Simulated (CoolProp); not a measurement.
Vapour-liquid equilibrium of R1234yf (1) + R134a (2) at -7.15 °C; x and y are mole fractions of (1).

Model: multi-fluid Helmholtz-energy mixture model, Lemmon 2022 and Tillner-Roth 1994; pair parameters Bell 2022, in CoolProp.

```csv
x,bubble pressure (kPa),y at the bubble point,dew pressure at overall composition x (kPa),liquid density (mol/L)
0.05,228.5,0.066,227.5,12.76
0.125,234.1,0.156,232.2,12.54
0.2,238.8,0.238,236.7,12.33
0.275,242.6,0.313,240.7,12.12
0.35,245.8,0.385,244.3,11.92
0.425,248.2,0.454,247.3,11.73
0.5,250.0,0.521,249.5,11.55
0.575,251.2,0.587,251.1,11.38
0.65,251.8,0.654,251.8,11.21
0.725,251.8,0.722,251.8,11.05
0.8,251.2,0.792,251.1,10.89
0.875,249.9,0.866,249.7,10.74
0.95,247.8,0.944,247.7,10.60
```

y crosses x between x = 0.65 and 0.725: the model has an azeotrope there.

Pair parameters are fitted to limited data, so mixtures are less certain than the pure fluids.
